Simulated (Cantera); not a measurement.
An isothermal, constant-pressure homogeneous reactor starts with CH₃OH : O₂ : N₂ = 0.019 : 0.0034 : 1 (molar parts), equivalence ratio 8.4, at 1348 K and 10.0 bar.

Model: GRI-Mech 3.0 (53 species, 325 reactions), integrated in Cantera. GRI-Mech 3.0 was tuned for natural gas; its chemistry of methanol as a main component is partial and can be far from experiment.

x: mole fraction; the columns are a selection and need not sum to one.

```json
[
 {"t (s)": "3.00e-5", "x CH₃OH": "0.0186", "x O₂": "0.00332", "x H": "[?]", "x NO": "<1e-12", "x C₂H": "<1e-12", "x C₂H₆": "4.40e-9"},
 {"t (s)": "8.95e-5", "x CH₃OH": "0.0185", "x O₂": "0.00329", "x H": "[?]", "x NO": "4.78e-12", "x C₂H": "<1e-12", "x C₂H₆": "1.42e-8"},
 {"t (s)": "0.000267", "x CH₃OH": "0.0157", "x O₂": "0.00264", "x H": "[?]", "x NO": "5.86e-11", "x C₂H": "<1e-12", "x C₂H₆": "1.98e-8"},
 {"t (s)": "0.000797", "x CH₃OH": "4.45e-5", "x O₂": "0.000128", "x H": "[?]", "x NO": "2.51e-9", "x C₂H": "<1e-12", "x C₂H₆": "5.25e-8"},
 {"t (s)": "0.00238", "x CH₃OH": "2.58e-9", "x O₂": "4.40e-5", "x H": "[?]", "x NO": "2.16e-9", "x C₂H": "<1e-12", "x C₂H₆": "2.01e-8"},
 {"t (s)": "0.00709", "x CH₃OH": "7.03e-10", "x O₂": "1.38e-5", "x H": "[?]", "x NO": "1.63e-9", "x C₂H": "<1e-12", "x C₂H₆": "8.66e-9"},
 {"t (s)": "0.0212", "x CH₃OH": "1.98e-10", "x O₂": "4.33e-6", "x H": "[?]", "x NO": "1.17e-9", "x C₂H": "<1e-12", "x C₂H₆": "3.76e-9"},
 {"t (s)": "0.0631", "x CH₃OH": "6.49e-11", "x O₂": "1.29e-6", "x H": "[?]", "x NO": "7.86e-10", "x C₂H": "<1e-12", "x C₂H₆": "1.79e-9"},
 {"t (s)": "0.188", "x CH₃OH": "3.15e-11", "x O₂": "2.75e-7", "x H": "[?]", "x NO": "4.53e-10", "x C₂H": "<1e-12", "x C₂H₆": "1.07e-9"},
 {"t (s)": "0.562", "x CH₃OH": "2.51e-11", "x O₂": "1.20e-8", "x H": "1.29e-7", "x NO": "1.44e-10", "x C₂H": "<1e-12", "x C₂H₆": "8.89e-10"},
 {"t (s)": "1.68", "x CH₃OH": "2.42e-11", "x O₂": "1.83e-12", "x H": "1.28e-7", "x NO": "5.74e-12", "x C₂H": "<1e-12", "x C₂H₆": "8.23e-10"},
 {"t (s)": "5.00", "x CH₃OH": "2.28e-11", "x O₂": "<1e-12", "x H": "1.28e-7", "x NO": "<1e-12", "x C₂H": "<1e-12", "x C₂H₆": "6.74e-10"}
]
```

Problem. Some entries are withheld; supply them.

Solution. 
- 3.00e-5, x H: 2.84e-8
- 8.95e-5, x H: 7.11e-8
- 0.000267, x H: 2.47e-6
- 0.000797, x H: 9.35e-6
- 0.00238, x H: 8.25e-6
- 0.00709, x H: 2.56e-6
- 0.0212, x H: 8.57e-7
- 0.0631, x H: 3.10e-7
- 0.188, x H: 1.58e-7
